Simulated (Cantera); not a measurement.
## Tantalum, niobium, vanadium and zirconium in process gases: Zr + N₂O

Feed: 1 mol Zr, a varied amount of N₂O, held at 1800 K and 10.0 mbar.

These are equilibrium values from Cantera (NASA tables, ideal gas, pure condensed phases), not measurements of a reactor. Candidate condensed phases: Zr, ZrN, ZrO₂; 13 gas species. Mutual solubility and eutectic melting of coexisting phases are not modelled. ZrN: taken at fixed stoichiometry. Condensed phases not in the tables: solid solutions among these carbides, nitrides and lower oxides. Rates play no part.

```csv
n(N₂O) (mol),x N₂,x O₂,x NO,x O,x NO₂,x N₂O,n ZrN(s),n ZrO₂(tetragonal)
0.96,1.00,<1e-12,2.12e-10,2.53e-11,<1e-12,<1e-12,0.520,0.480
1.4,1.00,<1e-12,2.12e-10,2.53e-11,<1e-12,<1e-12,0.300,0.700
1.8,1.00,<1e-12,2.12e-10,2.53e-11,<1e-12,<1e-12,0.100,0.900
2.3,0.937,0.0599,0.00242,0.000298,3.26e-7,1.52e-8,0,1.00
2.7,0.883,0.113,0.00323,0.000409,5.97e-7,1.97e-8,0,1.00
3.2,0.840,0.156,0.00370,0.000480,8.03e-7,2.20e-8,0,1.00
3.6,0.816,0.180,0.00391,0.000516,9.12e-7,2.29e-8,0,1.00
4,0.798,0.198,0.00406,0.000541,9.92e-7,2.35e-8,0,1.00
4.5,0.780,0.215,0.00418,0.000564,1.07e-6,2.40e-8,0,1.00
4.9,0.769,0.226,0.00426,0.000578,1.11e-6,2.42e-8,0,1.00
5.4,0.758,0.237,0.00433,0.000592,1.16e-6,2.44e-8,0,1.00
5.8,0.751,0.244,0.00437,0.000601,1.19e-6,2.46e-8,0,1.00
```
x: gas mole fraction; n: condensed amount in mol.

From 0.96 mol N₂O to 1.8 mol N₂O the condensed part is ZrN(s) + ZrO₂(tetragonal). From 2.3 mol N₂O to 5.8 mol N₂O the condensed part is ZrO₂(tetragonal).
